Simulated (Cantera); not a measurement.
Cantera run, input and output.

```python
import numpy as np
import cantera as ct

gas = ct.Solution("gri30.yaml")
gas.TPX = 1350, 540000, {'CH4': 1, 'O2': 1, 'N2': 3.76}
reactor = ct.IdealGasConstPressureReactor(gas, energy="on", clone=False)
net = ct.ReactorNet([reactor])
net.rtol, net.atol = 1e-08, 1e-16
show = ['CH4', 'O2', 'C2H', 'H', 'H2O']
times = np.geomspace(4e-06, 0.2, 11)

steps = ct.SolutionArray(gas, extra=["t"])
rows = []
print(f"{'t/s':>10s}{'T/K':>9s}{'P/Pa':>11s}" + "".join(f"{s:>11s}" for s in show))
for t in times:
    while net.time < t:
        t_next = net.step()
        steps.append(gas.state, t=t_next)
    rows.append([np.interp(t, steps.t, y) for y in (steps.T, steps.P, *steps(*show).X.T)])
    print(f"{t:10.3e}{rows[-1][0]:9.1f}{rows[-1][1]:11.4g}" + "".join(f"{x:11.3e}" for x in rows[-1][2:]))
rate = np.gradient(steps.T, steps.t)
print("integrator steps:", len(steps.t))
if steps.T.max() > steps.T[0] + 200:
    print(f"time of steepest temperature rise: {steps.t[rate.argmax()]:.4e} s")
gas.TPX = 1350, 540000, {'CH4': 1, 'O2': 1, 'N2': 3.76}
gas.equilibrate("HP")
print(f"equilibrium (HP): T = {gas.T:.1f} K  " + "  ".join(f"{s} {gas[s].X[0]:.3e}" for s in show))
```

Output:

```
       t/s      T/K       P/Pa        CH4         O2        C2H          H        H2O
 4.000e-06   1350.0    5.4e+05  1.736e-01  1.736e-01  1.878e-28  5.511e-10  2.896e-08
 1.180e-05   1350.0    5.4e+05  1.736e-01  1.736e-01  8.455e-26  9.355e-10  2.799e-07
 3.482e-05   1350.0    5.4e+05  1.736e-01  1.736e-01  5.864e-23  3.004e-09  3.321e-06
 1.027e-04   1350.1    5.4e+05  1.735e-01  1.736e-01  4.717e-20  1.072e-08  3.411e-05
 3.031e-04   1351.0    5.4e+05  1.733e-01  1.734e-01  5.526e-18  2.043e-08  2.068e-04
 8.944e-04   1356.7    5.4e+05  1.718e-01  1.725e-01  6.392e-16  7.071e-08  1.283e-03
 2.639e-03   2413.2    5.4e+05  9.566e-06  1.666e-06  1.201e-08  2.908e-03  1.298e-01
 7.786e-03   2413.6    5.4e+05  5.991e-10  1.749e-06  8.411e-16  2.977e-03  1.298e-01
 2.297e-02   2413.8    5.4e+05  5.912e-10  1.754e-06  8.306e-16  2.980e-03  1.298e-01
 6.778e-02   2413.8    5.4e+05  5.910e-10  1.754e-06  8.303e-16  2.980e-03  1.298e-01
 2.000e-01   2413.8    5.4e+05  5.910e-10  1.754e-06  8.303e-16  2.980e-03  1.298e-01
integrator steps: 2299
time of steepest temperature rise: 2.2203e-03 s
equilibrium (HP): T = 2413.8 K  CH4 6.673e-10  O2 1.754e-06  C2H 9.295e-16  H 2.980e-03  H2O 1.298e-01
```

Computed with Cantera and GRI-Mech 3.0 (53 species, 325 reactions).
